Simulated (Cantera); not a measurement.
Cantera run:

```python
import numpy as np
import cantera as ct

gas_names = """
    H HNO HNO2 HNO3 HO2 H2 H2O H2O2 N NH NH2 NH3 NH2OH NO NO2 NO3 N2 N2H2 N2H4 N2O O OH O2 O3 Si SiH
    SiH2 SiH3 SiH4 SiN SiO SiO2 Si2 Si2N Si3
""".split()
cond_names = """
    H2O(s) H2O(L) Si(cr) Si(L) SiO2(Lqz) SiO2(hqz) SiO2(L) Si2N2O(s) Si3N4(a)
""".split()


def load(file, names, dense=False):
    # The tables refer to 1 bar. Condensed volumes are neglected.
    table = {s.name: s for s in ct.Species.list_from_file(file)}
    out = []
    for n in names:
        d = dict(table[n].input_data)
        d["thermo"] = dict(d["thermo"], **{"reference-pressure": 1e5})
        if dense:
            d["equation-of-state"] = {"model": "constant-volume", "density": "1e6 g/cm^3"}
        out.append(ct.Species.from_dict(d))
    return out


gas = ct.Solution(thermo="ideal-gas", species=load("nasa_gas.yaml", gas_names))
cond = {s.name: ct.Solution(thermo="fixed-stoichiometry", species=[s], name=s.name)
        for s in load("nasa_condensed.yaml", cond_names, dense=True)}
atoms = {
    'Si': {'Si': 1},
    'O2': {'O': 2},
    'H2': {'H': 2},
    'N2O': {'N': 2, 'O': 1},
}
top_T = {'Si2N2O(s)': 2100, 'Si3N4(a)': 2400}  # K; cautious upper limits of use, not melting points


def equilibrate(T, P, feed):
    n = {}
    for name, mol in feed.items():
        for a, k in atoms[name].items():
            n[a] = n.get(a, 0.0) + k * mol
    gas.TPX = T, P, n
    mass = sum(n.values()) * gas.mean_molecular_weight
    gas.equilibrate("TP")
    valid = [c for c in cond.values() if c.min_temp <= T <= top_T.get(c.name, c.max_temp)]
    mix = ct.Mixture([(gas, mass / gas.mean_molecular_weight)] + [(c, 0.0) for c in valid])
    mix.T, mix.P = T, P
    mix.equilibrate("TP", solver="vcs", rtol=1e-11, max_steps=5000)
    return mix


results = []
feed = {'Si': 1, 'O2': 0.037, 'H2': 130, 'N2O': 0.12}  # mol
T = 1973  # K
P = 13332.2  # Pa
mix = equilibrate(T, P, feed)
results.append((T, P, feed, dict(zip(mix.species_names, mix.species_moles))))
x = sorted(zip(gas.X, gas.species_names), reverse=True)
print(f"T = {T:g} K  P = {P:g} Pa  gas = {mix.phase_moles(0):.4g} mol")
print("   x: " + "  ".join(f"{s} {v:.3e}" for v, s in x if v > 1e-05))
print("   condensed (mol): " + ("  ".join(f"{mix.phase(i).name} {mix.phase_moles(i):.4g}"
      for i in range(1, mix.n_phases) if mix.phase_moles(i) > 1e-12) or "none"))
```

It prints:

```
T = 1973 K  P = 13332.2 Pa  gas = 130.6 mol
   x: H2 9.935e-01  H 3.683e-03  SiO 1.485e-03  N2 9.180e-04  Si 2.367e-04  SiH2 9.028e-05  SiH 6.230e-05
   condensed (mol): Si(L) 0.754
```

Cantera equilibrium calculation (NASA polynomials, part measured and part estimated; ideal gas, pure solids and liquids). Gases not in the tables: Si2H6 and higher silanes.
